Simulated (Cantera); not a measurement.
A closed system holds: 1 mol Si₃H₈, 9.3 mol H₂, equilibrated at 1427 °C and 0.00180 bar.

These are equilibrium values from Cantera (NASA tables, ideal gas, pure condensed phases), not measurements of a reactor. Candidate condensed phases: Si; 9 gas species. The feed counts by its element totals alone. Gases not in the tables: Si₂H₆ and higher silanes. Kinetics and transport are ignored.

Base state: H₂ 0.996, H 0.00347, Si 0.000377, SiH 2.47e-5, SiH₂ 1.41e-5 (mole fractions); condensed: Si(l).

Q: What changes in the equilibrium state with this change: temperature from 1427 °C to 775 °C?

A: 
```
species       before    after
----------  --------  -------
H₂             0.996     1.00
H            0.00347  1.83e-7
Si          0.000377    <1e-9
SiH          2.47e-5    <1e-9
SiH₂         1.41e-5    <1e-9
Si(l), mol      2.99        0
Si(s), mol         0     3.00
```

Q: What changes in the equilibrium state with this change: 0.028 mol CO₂ added?

A: 
| species | before | after |
|---|---|---|
| H₂ | 0.996 | 0.992 |
| SiO | 0 | 0.00397 |
| H | 0.00347 | 0.00346 |
| CO | 0 | 0.000213 |
| SiH₂ | 1.41e-5 | 1.41e-5 |
| SiH | 2.47e-5 | 2.46e-5 |
| Si(l), mol | 2.99 | 2.92 |
| SiC(s), mol | 0 | 0.0251 |
Mutual solubility and eutectic melting of coexisting phases are not modelled. Further candidate phases: C, C₆H₆, C₇H₈, C₈H₁₈, H₂O, SiC, SiO₂.

Q: What changes in the equilibrium state with this change: Si₃H₈ replaced by SiHCl₃?

A: 
```csv
species,before,after
H₂,0.996,0.802
HCl,0,0.125
SiCl₂,0,0.0693
Cl,0,0.000376
SiCl,0,0.000361
SiCl₃,0,0.000329
"Si(l), mol",2.99,0.202
```
The tables' values for SiCl, SiCl₃ are old estimates; treat these amounts as uncertain.
